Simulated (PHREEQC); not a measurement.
Dissolve 17 mmol/kgw ZnSO4, 0.041 mmol/kgw NaOH, 0.11 mmol/kgw HCl and 1.7 mmol/kgw AlCl3 at 25 °C. Closed to the air; pH follows from the charge balance.

Model: ion-association model, phreeqc.dat, run in PHREEQC.

The ionic strength comes out as 0.0464 mol/kgw. What activity coefficients do HSO4-, Al+3, SO4-2, Na+, ZnCl+ get?

HSO4- 0.83, Al+3 0.25, SO4-2 0.47, Na+ 0.83, ZnCl+ 0.82.

This is a speciation only: nothing precipitates in the calculation. Saturation is exceeded, for instance for Gibbsite (slow to form); the values hold only as long as no solid forms. Species that the database lacks are ignored.
